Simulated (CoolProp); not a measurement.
A simple Rankine cycle with vinyl chloride: condensing at 294.15 K, boiler at 1.98 MPa, turbine inlet 429 K, turbine efficiency 0.6, pump efficiency 0.8, no recuperator. Each further row changes one setting.

Model: reference Helmholtz-energy equation of state, Thol 2022, in CoolProp.

```csv
case,thermal efficiency (%),net work (kJ/kg),heat in (kJ/kg),turbine exit temperature (K),volume ratio over the turbine
as stated,10.4,46.0,440,365.0,5.31
condensing temperature 286.15 K,11.5,52.3,453,357.5,6.74
boiler pressure 1.39 MPa,8.7,39.0,449,380.0,3.73
turbine efficiency 0.5,8.6,38.0,440,372.9,5.43
```
